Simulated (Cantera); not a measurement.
Feed: 1 mol Si, 9 mol Cl₂, 26 mol N₂, 0.21 mol H₂O, at 87.0 Pa.

These are equilibrium values from Cantera (NASA tables, ideal gas, pure condensed phases), not measurements of a reactor. Candidate condensed phases: H₂O, NH₄Cl, Si, SiO₂, Si₂N₂O, Si₃N₄; 47 gas species. The tables' values for SiCl₃ are old estimates; treat these amounts as uncertain. The tables hold silica as quartz up to 1696 K and as liquid above; real silica turns to tridymite and cristobalite and melts near 1996 K. The numbers say what is thermodynamically allowed, not how fast it happens.

At 1598 K, list the 4 most abundant gas species with their mole fractions, and the condensed phases.

N₂ 0.633, Cl 0.327, SiCl₄ 0.0208, HCl 0.0102. Condensed: SiO₂(β-quartz).
